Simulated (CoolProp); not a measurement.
The fluid at 260.81 K and 9.02 MPa flows at 0.99 m/s in a round tube of 4.6 mm bore and 45 µm roughness, fully developed (64/Re and Nu = 3.66 if laminar; Colebrook and Gnielinski if turbulent). The same conditions are run with several fluids, on thermodynamics alone (safety and materials aside).

Computed with CoolProp (reference Helmholtz-energy equation of state of each fluid (oxygen: Schmidt 1985; nitrogen: Span 2000; CF4 (R14): Platzer 1990; methane: Setzmann 1991; dry air: Lemmon 2000)). The equations of Platzer and Polt are older, rougher fits. Blends and air are pseudo-pure fits.

| fluid | Reynolds number | Darcy friction factor | pressure drop (Pa/m) | heat-transfer coefficient (W/(m² K)) | mass flow (kg/h) |
|---|---|---|---|---|---|
| oxygen | 31700 | 0.0395 | 615 | 885 | 8.66 |
| nitrogen | 29800 | 0.0396 | 506 | 810 | 7.10 |
| CF4 (R14) | 79400 | 0.0384 | 3060 | 3510 | 44.4 |
| methane | 30600 | 0.0395 | 371 | 1390 | 5.21 |
| dry air | 30400 | 0.0395 | 530 | 827 | 7.45 |

Transport values come from each fluid's own correlations; those of CF4 (R14) are estimates that may be off by 10 % or more.
